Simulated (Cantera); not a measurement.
Cantera run, input and output.

```python
import numpy as np
import cantera as ct

surf = ct.Interface("ptcombust.yaml", "Pt_surf")
gas = surf.adjacent["gas"]
gas.TPX = 950, 101325, {'H2': 0.023, 'O2': 0.076, 'N2': 0.79}
surf.TP = 950, 101325
reactor = ct.FlowReactor(gas, clone=False)
reactor.area = 0.0001  # m2
reactor.surface_area_to_volume_ratio = 1100  # 1/m
reactor.mass_flow_rate = 3.1 * reactor.area * gas.density  # inlet velocity 3.1 m/s
reactor.energy_enabled = False
wall = ct.ReactorSurface(surf, reactor, clone=False)
net = ct.ReactorNet([reactor])
net.rtol, net.atol = 1e-8, 1e-16
show, cover = ['H2', 'O2', 'H2O'], ['PT(S)', 'H(S)', 'O(S)', 'OH(S)', 'CO(S)', 'C(S)']

rows = []
print(f"{'z/m':>9s}{'u/(m/s)':>9s}" + "".join(f"{s:>13s}" for s in show + cover))
for z in [0.00013, 0.00026, 0.0005, 0.00096, 0.0018, 0.0036, 0.0069, 0.013]:
    net.advance(z)
    rows.append([reactor.speed, *gas[show].X, *surf[cover].coverages])
    print(f"{z:9.4g}{rows[-1][0]:9.3g}" + "".join(f"{x:13.4e}" for x in rows[-1][1:]))
```

Result:

```
      z/m  u/(m/s)           H2           O2          H2O        PT(S)         H(S)         O(S)        OH(S)        CO(S)         C(S)
  0.00013     3.08   1.2014e-02   7.9070e-02   1.4040e-02   3.3160e-01   8.2780e-07   6.6468e-01   3.7073e-03   6.5536e-25   4.4479e-27
  0.00026     3.07   7.4156e-03   7.6940e-02   1.8698e-02   2.4419e-01   4.9151e-07   7.5228e-01   3.5158e-03  -8.1377e-26  -1.9943e-27
   0.0005     3.07   3.7484e-03   7.5241e-02   2.2413e-02   1.9388e-01   3.3675e-07   8.0276e-01   3.3531e-03   8.9247e-27   4.5568e-29
  0.00096     3.06   1.2543e-03   7.4085e-02   2.4940e-02   1.6900e-01   2.6928e-07   8.2774e-01   3.2582e-03   5.7807e-27   3.0928e-29
   0.0018     3.06   2.0074e-04   7.3597e-02   2.6007e-02   1.6027e-01   2.4696e-07   8.3650e-01   3.2228e-03  -5.9360e-27  -3.1277e-29
   0.0036     3.06   4.3647e-06   7.3506e-02   2.6206e-02   1.5874e-01   2.4313e-07   8.3803e-01   3.2166e-03   4.0129e-28   2.0902e-30
   0.0069     3.06   4.0137e-09   7.3504e-02   2.6211e-02   1.5871e-01   2.4304e-07   8.3807e-01   3.2164e-03   3.7870e-28   1.9725e-30
    0.013     3.06   4.1646e-11   7.3504e-02   2.6211e-02   1.5871e-01   2.4304e-07   8.3807e-01   3.2164e-03   3.4522e-28   1.7981e-30
```

Detailed kinetics in Cantera: Deutschmann's 1995 Pt surface mechanism with GRI-Mech 3.0 gas chemistry. Catalytic surfaces can have several steady states; this one follows from the mechanism file's or the stated starting coverage. Mass transfer to the wall is taken as infinitely fast.
